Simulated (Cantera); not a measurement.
Feed: 1 mol trisilylamine, 0.44 mol N2, 8.2 mol H2, held at 1948.15 K.

These are equilibrium values from Cantera (NASA tables, ideal gas, pure condensed phases), not measurements of a reactor. Candidate condensed phases: Si, Si3N4; 18 gas species. The feed counts by its element totals alone. Gases not in the tables: Si2H6 and higher silanes. The numbers say what is thermodynamically allowed, not how fast it happens.

Q: Which condensed phases are stable at each of these points (P (Pa)): 5, 21, 85, 350, 1400, 5900, 24000, 100000?

A: 
| P (Pa) | condensed phases | Si condensed (%) |
|---|---|---|
| 5 | gas only | 0.0 |
| 21 | Si(l) | 38.7 |
| 85 | Si(l) | 86.2 |
| 350 | Si(l) | 96.6 |
| 1400 | Si(l) | 99.1 |
| 5900 | Si(l) | 99.7 |
| 24000 | Si(l) | 99.9 |
| 100000 | Si(l) | 99.9 |

At 0.0375 Torr nothing is condensed. From 0.158 Torr to 750 Torr the condensed part is Si(l).
